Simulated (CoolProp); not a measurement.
Vapour-liquid equilibrium of acetone (1) + methanol (2) at 3.02 kPa; x and y are mole fractions of (1).

Model: multi-fluid Helmholtz-energy mixture model, Lemmon 2006 and de Reuck 1993; pair parameters Bell 2016, in CoolProp.

```csv
x,bubble temperature (K),y at the bubble point,dew temperature at overall composition x (K),liquid density (mol/L)
0.05,265.5,0.220,267.9,24.58
0.2,260.4,0.516,265.8,22.29
0.35,258.0,0.640,263.4,20.30
0.5,256.4,0.720,260.7,18.58
0.65,255.3,0.789,257.8,17.10
0.8,254.4,0.864,255.2,15.82
0.95,253.8,0.959,253.9,14.69
```

No azeotrope shows between x = 0.05 and 0.95.

Pair parameters are fitted to limited data, so mixtures are less certain than the pure fluids.
